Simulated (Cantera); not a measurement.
Charge: 1 mol C3H8, 0.088 mol H2O, equilibrated at 1000 Pa.

These are equilibrium values from Cantera (NASA tables, ideal gas, pure condensed phases), not measurements of a reactor. Candidate condensed phases: C, C6H6, C7H8, C8H18, H2O; 110 gas species. Kinetics and transport are ignored.

x: gas mole fraction; n: condensed amount in mol.

| T (K) | x H2 | x H | x CO | x C2H2 (acetylene) | x C2H | x C3 | n C(graphite) |
|---|---|---|---|---|---|---|---|
| 1948 | 0.967 | 0.0111 | 0.0210 | 0.000521 | 9.35e-8 | 7.43e-10 | 2.91 |
| 2023 | 0.960 | 0.0186 | 0.0209 | 0.000857 | 3.36e-7 | 4.85e-9 | 2.90 |
| 2098 | 0.948 | ? | 0.0208 | ? | ? | ? | 2.90 |
| 2173 | 0.931 | 0.0466 | 0.0206 | 0.00205 | 3.30e-6 | 1.39e-7 | 2.89 |
| 2248 | 0.907 | 0.0700 | 0.0203 | 0.00300 | 9.15e-6 | 6.25e-7 | 2.89 |
| 2323 | 0.874 | 0.102 | 0.0200 | 0.00423 | 2.36e-5 | 2.55e-6 | 2.87 |
| 2398 | 0.831 | 0.144 | 0.0196 | 0.00574 | 5.68e-5 | 9.48e-6 | 2.86 |
| 2473 | 0.777 | ? | 0.0190 | ? | ? | ? | 2.84 |
| 2548 | 0.711 | 0.261 | 0.0183 | 0.00938 | 0.000273 | 0.000103 | 2.82 |
| 2623 | 0.635 | 0.336 | 0.0175 | 0.0112 | 0.000547 | 0.000307 | 2.79 |

**Question.** Fill in the missing entries.

**Answer.** 
- 2473, x H: 0.197
- 2473, x C2H2 (acetylene): 0.00749
- 2473, x C2H: 0.000128
- 2473, x C3: 3.25e-5
- 2098, x H: 0.0300
- 2098, x C2H2 (acetylene): 0.00135
- 2098, x C2H: 1.10e-6
- 2098, x C3: 2.76e-8
